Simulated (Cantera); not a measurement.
An adiabatic, constant-volume homogeneous reactor starts with CH4 : C2H6 : O2 : N2 = 1 : 0.23 : 4.38 : 16.5 (molar parts), equivalence ratio 0.64, at 1150 K and 800000 Pa. Integrator tolerance rtol = 1e-08.

Model: GRI-Mech 3.0 (53 species, 325 reactions), integrated in Cantera.

Question: What does this change do: 0.65 parts H2O added?

Answer: 
```tsv
quantity	before	after
time of steepest temperature rise	1.98 ms	2.05 ms
temperature at 6.00 s	2649 K	2605 K
equilibrium temperature	2649 K	2605 K
x(CH4) at 6.00 s	<1e-12 (gas-phase equilibrium <1e-12)	<1e-12 (gas-phase equilibrium <1e-12)
x(C2H6) at 6.00 s	<1e-12 (gas-phase equilibrium <1e-12)	<1e-12 (gas-phase equilibrium <1e-12)
x(O2) at 6.00 s	0.0626 (gas-phase equilibrium 0.0626)	0.0611 (gas-phase equilibrium 0.0611)
x(CO) at 6.00 s	0.00440 (gas-phase equilibrium 0.00440)	0.00357 (gas-phase equilibrium 0.00357)
x(HCO) at 6.00 s	3.65e-9 (gas-phase equilibrium 3.65e-9)	2.64e-9 (gas-phase equilibrium 2.64e-9)
x(OH) at 6.00 s	0.00856 (gas-phase equilibrium 0.00856)	0.00833 (gas-phase equilibrium 0.00833)
x(C2H) at 6.00 s	<1e-12 (gas-phase equilibrium <1e-12)	<1e-12 (gas-phase equilibrium <1e-12)
```

Question: What does this change do: C2H6 0.23 to 0.3 parts?

Answer: 
| quantity | before | after |
|---|---|---|
| time of steepest temperature rise | 1.98 ms | 2.01 ms |
| temperature at 6.00 s | 2649 K | 2725 K |
| equilibrium temperature | 2649 K | 2725 K |
| x(CH4) at 6.00 s | <1e-12 (gas-phase equilibrium <1e-12) | <1e-12 (gas-phase equilibrium <1e-12) |
| x(C2H6) at 6.00 s | <1e-12 (gas-phase equilibrium <1e-12) | <1e-12 (gas-phase equilibrium <1e-12) |
| x(O2) at 6.00 s | 0.0626 (gas-phase equilibrium 0.0626) | 0.0521 (gas-phase equilibrium 0.0521) |
| x(CO) at 6.00 s | 0.00440 (gas-phase equilibrium 0.00440) | 0.00706 (gas-phase equilibrium 0.00706) |
| x(HCO) at 6.00 s | 3.65e-9 (gas-phase equilibrium 3.65e-9) | 9.05e-9 (gas-phase equilibrium 9.05e-9) |
| x(OH) at 6.00 s | 0.00856 (gas-phase equilibrium 0.00856) | 0.0103 (gas-phase equilibrium 0.0103) |
| x(C2H) at 6.00 s | <1e-12 (gas-phase equilibrium <1e-12) | <1e-12 (gas-phase equilibrium <1e-12) |
